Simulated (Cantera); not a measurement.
An isothermal plug-flow reactor at 873 K and 3.00 bar (inlet), inlet velocity 3.5 m/s, active area per volume 9600 1/m; feed 0.303 % CH4, 15.7 % O2, 82.6 % N2, 1.36 % H2O, equivalence ratio 0.039.

Model: Deutschmann's 1995 Pt surface mechanism with GRI-Mech 3.0 gas chemistry, integrated in Cantera. Catalytic surfaces can have several steady states; this one follows from the mechanism file's or the stated starting coverage. Mass transfer to the wall is taken as infinitely fast.

### Question
Predict: x(CH4) at z = 0.095 m; x(O2) at z = 0.095 m; x(H2O) at z = 0.095 m; x(CO2) at z = 0.095 m; x(CO) at z = 0.095 m; θ(free Pt) at the exit; θ(O*) at the exit; θ(OH*) at the exit.

### Answer
```
Item                      Value
----------------------  -------
x(CH4) at z = 0.095 m   0.00174
x(O2) at z = 0.095 m      0.154
x(H2O) at z = 0.095 m    0.0162
x(CO2) at z = 0.095 m   0.00128
x(CO) at z = 0.095 m    3.31e-7
θ(free Pt) at the exit   0.0447
θ(O*) at the exit         0.952
θ(OH*) at the exit      0.00339
```
